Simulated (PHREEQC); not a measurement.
A solution holds 0.0036 mol/kgw MgSO4, 0.091 mol/kgw NaHCO3 and 0.0033 mol/kgw Na2SO4, at 31 °C. Closed to the air; pH follows from the charge balance.

Model: ion-association model, wateq4f.dat, run in PHREEQC.

Precipitation was switched off in this run.

Problem. Order these C species by the share of C that they hold, largest first: MgHCO3+, HCO3-, CO2, CO3-2, NaHCO3.

Solution. HCO3- (93 %), NaHCO3 (2.9 %), CO2 (1.8 %), MgHCO3+ (0.94 %), CO3-2 (0.83 %)

The pH is 7.92 and the ionic strength 0.107 mol/kgw. Saturation is exceeded, for instance for Magnesite (slow to form); the values hold only as long as no solid forms. Complexes and solids missing from the database can't appear.
